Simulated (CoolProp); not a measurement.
Vapour-liquid equilibrium of fluoroethane (R161) (1) + R1234yf (2) at 212 K; x and y are mole fractions of (1).

Computed with CoolProp (multi-fluid Helmholtz-energy mixture model, Wu 2012 and Lemmon 2022; pair parameters Bell 2016).

**Question.** Give the bubble pressure and the first vapour's composition at x = 0.05, 0.45, 0.65. Is there an azeotrope?

**Answer.** x = 0.05: 0.02040 MPa, y = 0.085; x = 0.45: 0.02554 MPa, y = 0.562; x = 0.65: 0.02744 MPa, y = 0.727. No azeotrope shows between x = 0.05 and 0.95.

Pair parameters are fitted to limited data, so mixtures are less certain than the pure fluids.
